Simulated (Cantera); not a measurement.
Charge: 1 mol HMDSO, 0.31 mol H₂O, a varied amount of N₂, at 952 °C and 100 Torr.

These are equilibrium values from Cantera (NASA tables, ideal gas, pure condensed phases), not measurements of a reactor. Candidate condensed phases: C, C₆H₆, C₇H₈, C₈H₁₈, H₂O, Si, SiC, SiO₂, Si₂N₂O, Si₃N₄; 151 gas species. The feed counts by its element totals alone. N₂ is the only nitrogen source here; it is nearly inert below about 1500 K, so the nitride shown seldom forms there in practice. The numbers say what is thermodynamically allowed, not how fast it happens.

Problem. At 66 mol N₂, list the 5 most abundant gas species with their mole fractions, and the condensed phases.

Solution. N₂ 0.871, H₂ 0.125, CO 0.00415, HCN 3.22e-5, CH₄ 2.72e-5. Condensed: C(graphite) + Si₂N₂O(s).
